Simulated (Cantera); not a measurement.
A Cantera script and what it prints.

```python
import numpy as np
import cantera as ct

gas_names = [...]  # 87 gases of nasa_gas.yaml made of C, H, Si
cond_names = """
    C(gr) C6H6(L) C7H8(L) C8H18(L),n-octa Si(cr) Si(L) SiC(b)
""".split()


# ... load() reads the species with a 1 bar reference pressure and builds the phases ...
atoms = {
    'SiC': {'Si': 1, 'C': 1},
    'Si': {'Si': 1},
    'H2': {'H': 2},
}
top_T = {'C(gr)': 4500, 'SiC(b)': 3050}  # K; cautious upper limits of use, not melting points


# ... equilibrate(T, P, feed) seeds the gas with the atoms and calls Mixture.equilibrate('TP', solver="vcs", rtol=1e-11, max_steps=5000) ...
results = []
feed = {'SiC': 1, 'Si': 0.0086, 'H2': 0.025}  # mol
T = 1748.15  # K
P = 101325  # Pa
mix = equilibrate(T, P, feed)
results.append((T, P, feed, dict(zip(mix.species_names, mix.species_moles))))
print(gas.report(threshold=1e-06))
for i in range(1, mix.n_phases):
    print(f"{mix.phase(i).name:16s} {mix.phase_moles(i):12.5e} mol")
```

Output:

```
       temperature   1748.2 K
          pressure   1.0132e+05 Pa
           density   0.014059 kg/m^3
  mean mol. weight   2.0167 kg/kmol
   phase of matter   gas

                          1 kg             1 kmol
                     ---------------   ---------------
          enthalpy        2.2084e+07        4.4537e+07  J
   internal energy        1.4876e+07        3.0002e+07  J
           entropy             91153        1.8383e+05  J/K
    Gibbs function       -1.3727e+08       -2.7683e+08  J
 heat capacity c_p             16517             33310  J/K
 heat capacity c_v             12394             24995  J/K

                      mass frac. Y      mole frac. X     chem. pot. / RT
                     ---------------   ---------------   ---------------
               CH4        0.00013969         1.756e-05           -44.551
                 H        0.00011359        0.00022725           -9.5236
                H2           0.99937           0.99973           -19.047
                Si         2.005e-05        1.4398e-06           -5.0941
               SiH        2.7811e-05        1.9279e-06           -14.618
              SiH2        0.00030659        2.0541e-05           -24.141
              SiH4        1.9171e-05        1.2038e-06           -43.189
     [  +80 minor]        3.6389e-06        2.6169e-07

C(gr)             0.00000e+00 mol
Si(L)             8.59981e-03 mol
SiC(b)            1.00000e+00 mol
```

Equilibrium computed with Cantera from the NASA thermochemical tables; the gas is ideal and each condensed phase is pure. Mutual solubility and eutectic melting of coexisting phases are not modelled. Gases not in the tables: Si2H6 and higher silanes.
